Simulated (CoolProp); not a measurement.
Vapour pressure (MPa) of propylene: the reference equation beside estimates from Tc = 364.2 K, pc = 4.555 MPa, ω = 0.146. Clausius-Clapeyron is anchored at 222.3 K with a constant enthalpy of vaporisation of 18.62 kJ/mol.

The numbers come from the reference Helmholtz-energy equation of state, Lemmon 2013 in CoolProp.

```json
[
 {"T (K)": "187.7", "reference": "0.01212", "Lee-Kesler": "0.01178", "Clausius-Clapeyron": "0.01363", "van der Waals": "0.1549", "Redlich-Kwong": "0.01550", "Soave-Redlich-Kwong": "0.01190", "Peng-Robinson": "0.01265"},
 {"T (K)": "199.2", "reference": "0.02550", "Lee-Kesler": "0.02489", "Clausius-Clapeyron": "0.02714", "van der Waals": "0.2269", "Redlich-Kwong": "0.03286", "Soave-Redlich-Kwong": "0.02508", "Peng-Robinson": "0.02619"},
 {"T (K)": "210.7", "reference": "0.04889", "Lee-Kesler": "0.04799", "Clausius-Clapeyron": "0.05012", "van der Waals": "0.3195", "Redlich-Kwong": "0.06292", "Soave-Redlich-Kwong": "0.04823", "Peng-Robinson": "0.04968"},
 {"T (K)": "222.3", "reference": "0.08727", "Lee-Kesler": "0.08618", "Clausius-Clapeyron": "0.08727", "van der Waals": "0.4365", "Redlich-Kwong": "0.1114", "Soave-Redlich-Kwong": "0.08638", "Peng-Robinson": "0.08798"},
 {"T (K)": "233.8", "reference": "0.1454", "Lee-Kesler": "0.1444", "Clausius-Clapeyron": "0.1432", "van der Waals": "0.5782", "Redlich-Kwong": "0.1833", "Soave-Redlich-Kwong": "0.1444", "Peng-Robinson": "0.1458"},
 {"T (K)": "245.3", "reference": "0.2297", "Lee-Kesler": "0.2291", "Clausius-Clapeyron": "0.2244", "van der Waals": "0.7478", "Redlich-Kwong": "0.2851", "Soave-Redlich-Kwong": "0.2289", "Peng-Robinson": "0.2296"},
 {"T (K)": "256.9", "reference": "0.3480", "Lee-Kesler": "0.3482", "Clausius-Clapeyron": "0.3389", "van der Waals": "0.9492", "Redlich-Kwong": "0.4246", "Soave-Redlich-Kwong": "0.3481", "Peng-Robinson": "0.3473"},
 {"T (K)": "268.4", "reference": "0.5055", "Lee-Kesler": "0.5069", "Clausius-Clapeyron": "0.4923", "van der Waals": "1.181", "Redlich-Kwong": "0.6058", "Soave-Redlich-Kwong": "0.5074", "Peng-Robinson": "0.5042"},
 {"T (K)": "279.9", "reference": "0.7108", "Lee-Kesler": "0.7133", "Clausius-Clapeyron": "0.6936", "van der Waals": "1.446", "Redlich-Kwong": "0.8360", "Soave-Redlich-Kwong": "0.7157", "Peng-Robinson": "0.7093"},
 {"T (K)": "291.5", "reference": "0.9744", "Lee-Kesler": "0.9778", "Clausius-Clapeyron": "0.9536", "van der Waals": "1.750", "Redlich-Kwong": "1.124", "Soave-Redlich-Kwong": "0.9839", "Peng-Robinson": "0.9735"},
 {"T (K)": "303", "reference": "1.300", "Lee-Kesler": "1.304", "Clausius-Clapeyron": "1.276", "van der Waals": "2.088", "Redlich-Kwong": "1.470", "Soave-Redlich-Kwong": "1.316", "Peng-Robinson": "1.301"},
 {"T (K)": "314.6", "reference": "1.703", "Lee-Kesler": "1.706", "Clausius-Clapeyron": "1.676", "van der Waals": "2.467", "Redlich-Kwong": "1.887", "Soave-Redlich-Kwong": "1.726", "Peng-Robinson": "1.707"},
 {"T (K)": "326.1", "reference": "2.186", "Lee-Kesler": "2.188", "Clausius-Clapeyron": "2.154", "van der Waals": "2.883", "Redlich-Kwong": "2.372", "Soave-Redlich-Kwong": "2.217", "Peng-Robinson": "2.195"},
 {"T (K)": "337.6", "reference": "2.764", "Lee-Kesler": "2.765", "Clausius-Clapeyron": "2.722", "van der Waals": "3.339", "Redlich-Kwong": "2.934", "Soave-Redlich-Kwong": "2.800", "Peng-Robinson": "2.778"}
]
```

Absolute difference from the reference over all 14 rows, mean and median: Lee-Kesler 0.8 and 0.3 %, Clausius-Clapeyron 3.0 and 2.2 %, van der Waals 292.3 and 153.2 %, Redlich-Kwong 19.8 and 20.9 %, Soave-Redlich-Kwong 1.0 and 1.1 %, Peng-Robinson 0.8 and 0.3 %.
